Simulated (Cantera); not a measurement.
A perfectly stirred reactor is fed with C₂H₆ : N₂ = 1 : 5.5 (molar parts), at 0.0148 atm; it is held at 1200 K, and followed from long to short residence time.

Computed with Cantera and GRI-Mech 3.0 (53 species, 325 reactions). GRI-Mech 3.0 stops at C3 and has no aromatics, soot or wall deposition, so with more carbon than oxygen in the feed, carbon stays in small species such as C2H2 where larger ones or solid carbon would form. Radical loss at walls, strong at low pressure, is not modelled.

x: mole fraction; the columns are a selection and need not sum to one.

```json
[
 {"τ (s)": "0.92", "x C₂H₆": "0.0201", "x C₂H": "5.62e-10", "x CH₃": "0.000108", "x H": "1.19e-5", "x CH₄": "0.0324"},
 {"τ (s)": "0.41", "x C₂H₆": "0.0396", "x C₂H": "3.50e-10", "x CH₃": "0.000151", "x H": "1.13e-5", "x CH₄": "0.0264"},
 {"τ (s)": "0.18", "x C₂H₆": "0.0713", "x C₂H": "1.77e-10", "x CH₃": "0.000198", "x H": "9.93e-6", "x CH₄": "0.0170"},
 {"τ (s)": "0.079", "x C₂H₆": "?", "x C₂H": "7.84e-11", "x CH₃": "0.000230", "x H": "?", "x CH₄": "?"},
 {"τ (s)": "0.035", "x C₂H₆": "0.131", "x C₂H": "3.13e-11", "x CH₃": "0.000231", "x H": "7.19e-6", "x CH₄": "0.00356"},
 {"τ (s)": "0.015", "x C₂H₆": "0.145", "x C₂H": "9.70e-12", "x CH₃": "0.000194", "x H": "5.84e-6", "x CH₄": "0.00122"},
 {"τ (s)": "0.0068", "x C₂H₆": "0.151", "x C₂H": "2.14e-12", "x CH₃": "0.000131", "x H": "4.15e-6", "x CH₄": "0.000364"},
 {"τ (s)": "0.0030", "x C₂H₆": "0.153", "x C₂H": "<1e-12", "x CH₃": "7.24e-5", "x H": "2.14e-6", "x CH₄": "8.82e-5"},
 {"τ (s)": "0.0013", "x C₂H₆": "0.154", "x C₂H": "<1e-12", "x CH₃": "?", "x H": "?", "x CH₄": "?"}
]
```

Some entries are withheld; supply them.


- 0.079, x C₂H₆: 0.106
- 0.079, x H: 8.45e-6
- 0.079, x CH₄: 0.00849
- 0.0013, x CH₃: 4.03e-5
- 0.0013, x H: 7.23e-7
- 0.0013, x CH₄: 2.12e-5
